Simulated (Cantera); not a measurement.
A closed system holds: 1 mol FeS2, 0.87 mol H2, 0.61 mol N2, held at 0.100 bar.

Cantera equilibrium calculation (NASA polynomials, part measured and part estimated; ideal gas, pure solids and liquids). Candidate condensed phases: Fe, FeS, FeS2, S; 16 gas species. FeS: taken at fixed stoichiometry. Kinetics and transport are ignored. All values below are at 1075 °C.

Base state: N2 0.347, H2S 0.251, H2 0.243, S2 0.158, SH 0.00162 (mole fractions); condensed: FeS(s).

Q: What changes in the equilibrium state with this change: 0.15 mol CH4 added?

A: 
```csv
species,before,after
H2,0.243,0.348
N2,0.347,0.297
H2S,0.251,0.221
S2,0.158,0.0594
CS2,0,0.0730
CS,0,3.84e-5
HCN,0,2.22e-5
"FeS(s), mol",1.00,1.00
```
Further candidate phases: C, C6H6, C7H8, C8H18.
